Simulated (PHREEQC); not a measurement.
Dissolve 93 mmol/kgw HNO3 and 1.2 mmol/kgw MgCl2 at 20 °C. Closed to the air; pH follows from the charge balance.

All values are PHREEQC results (ion-association model, wateq4f.dat), not measurements.

```json
{
  "pH": "1.11",
  "ionic_strength": "0.0966 mol/kgw",
  "total_alkalinity": "-93.0 meq/kg"
}
```

| species | molality | activity | log γ |
|---|---|---|---|
| H+ | 0.0930 | 0.0770 | -0.082 |
| NO3- | 0.0930 | 0.0705 | -0.120 |
| Cl- | 0.00240 | 0.00184 | -0.114 |
| Mg+2 | 0.00120 | 0.000496 | -0.384 |

This is a speciation only: nothing precipitates in the calculation. Species that the database lacks are ignored.
